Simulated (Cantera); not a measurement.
A closed system holds: 1 mol Al2O3, 1.4 mol H2O, at 1150 K and 4.20 mbar.

These are equilibrium values from Cantera (NASA tables, ideal gas, pure condensed phases), not measurements of a reactor. Candidate condensed phases: Al, Al2O3, H2O; 19 gas species. The numbers say what is thermodynamically allowed, not how fast it happens.

Base state: H2O 1.000, H2 2.09e-5, O2 1.01e-5 (mole fractions); condensed: Al2O3(s).

### Question
What changes in the equilibrium state with this change: temperature from 1150 K to 1798 K?

### Answer
```
species         before     after
-------------  -------  --------
H2O              1.000     0.980
H2             2.09e-5    0.0114
O2             1.01e-5   0.00494
O                <1e-9  0.000130
H              5.26e-9  0.000579
OH             1.52e-6   0.00328
Al2O3(s), mol     1.00      1.00
```

### Question
What changes in the equilibrium state with this change: 0.06 mol CH4 added?

### Answer
| species | before | after |
|---|---|---|
| H2O | 1.000 | 0.817 |
| H2 | 2.09e-5 | 0.145 |
| CO2 | 0 | 0.0313 |
| CO | 0 | 0.00663 |
| O2 | 1.01e-5 | <1e-9 |
| Al2O3(s), mol | 1.00 | 1.00 |
Further candidate phases: C, C6H6, C7H8, C8H18.
